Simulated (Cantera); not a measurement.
Charge: 1 mol Al, 8.5 mol Cl2, 0.28 mol H2, 5.5 mol HCl, equilibrated at 70.0 Pa.

Equilibrium computed with Cantera from the NASA thermochemical tables; the gas is ideal and each condensed phase is pure. Candidate condensed phases: Al, AlCl3; 12 gas species. Kinetics and transport are ignored.

### Question
At 973 K, list the 4 most abundant gas species with their mole fractions, and the condensed phases.

### Answer
Cl2 0.483, HCl 0.438, AlCl3 0.0723, Cl 0.00674. Condensed: gas only.
